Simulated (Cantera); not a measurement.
Input: 1 mol Al, 4.4 mol N2, 3.3 mol H2.

These are equilibrium values from Cantera (NASA tables, ideal gas, pure condensed phases), not measurements of a reactor. Candidate condensed phases: Al, AlN; 13 gas species. Kinetics and transport are ignored.

Stable condensed phases, one row left out:

```
T in °C \ P in Pa
             10     28     77    220    600   1700   4600  13000  36000 100000
   1600       A      A      B      B      B      B      B      B      B      B
   1400       B      B      B      B      B      B      B      B      B      B
   1300       B      B      B      B      B      B      B      B      B      B
   1200       B      B      B      B      B      B      B      B      B      B
   1100       B      B      B      B      B      B      B      B      B      B
   1000       B      B      B      B      B      B      B      B      B      B
    900       B      B      B      B      B      B      B      B      B      B
    800       B      B      B      B      B      B      B      B      B      B
```

A: gas only; B: AlN.

Problem. Give the row for 1500 °C.

Solution. 10: gas only; 28: AlN; 77: AlN; 220: AlN; 600: AlN; 1700: AlN; 4600: AlN; 13000: AlN; 36000: AlN; 100000: AlN.
